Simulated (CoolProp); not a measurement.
Properties of R1336mzz(Z) along the isotherm 482.7 K.

The numbers come from the reference Helmholtz-energy equation of state, McLinden 2020 in CoolProp.

```tsv
p (kPa)	phase	density (kg/m³)	cp (kJ/(kg K))	cv (kJ/(kg K))	Joule-Thomson coefficient (K/MPa)	isothermal compressibility (1/MPa)
3630	supercritical	254.3	1.643	1.137	11.37	0.5320
7260	supercritical	741.9	1.735	1.133	2.315	0.07347
10900	supercritical	867.4	___	___	___	0.02679
14500	supercritical	934.0	1.455	1.112	0.4244	0.01610
18100	supercritical	980.6	1.417	1.111	0.2084	0.01146
21800	supercritical	___	1.394	1.110	0.07605	0.008822
25400	supercritical	1047	1.378	1.110	-0.009506	0.007201
29000	supercritical	1072	1.366	1.111	-0.07080	0.006081
```

Question: Complete the blanks.

Answer: 
- 10900, cp (kJ/(kg K)): 1.526
- 10900, cv (kJ/(kg K)): 1.117
- 10900, Joule-Thomson coefficient (K/MPa): 0.8623
- 21800, density (kg/m³): 1018
